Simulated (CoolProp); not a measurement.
Vapour-liquid equilibrium of propylene (1) + R115 (2) at 16.6 bar; x and y are mole fractions of (1).

Model: multi-fluid Helmholtz-energy mixture model, Lemmon 2013 and Lemmon 2016; pair parameters Bell 2016, in CoolProp.

```csv
x,bubble temperature (°C),y at the bubble point,dew temperature at overall composition x (°C),liquid density (mol/L)
0.05,48.2,0.075,48.8,7.554
0.125,45.5,0.178,46.8,7.793
0.2,43.1,0.270,44.9,8.032
0.275,41.2,0.352,43.0,8.274
0.35,39.6,0.425,41.2,8.520
0.425,38.4,0.490,39.6,8.776
0.5,37.5,0.550,38.2,9.045
0.575,36.9,0.606,37.2,9.331
0.65,36.5,0.661,36.6,9.639
0.725,36.5,0.717,36.5,9.969
0.8,36.8,0.778,37.0,10.32
0.875,37.6,0.847,38.0,10.70
0.95,38.9,0.932,39.3,11.09
```

y crosses x between x = 0.65 and 0.725: the model has an azeotrope there.

The pair parameters rest on a limited set of measurements; away from them the model extrapolates.
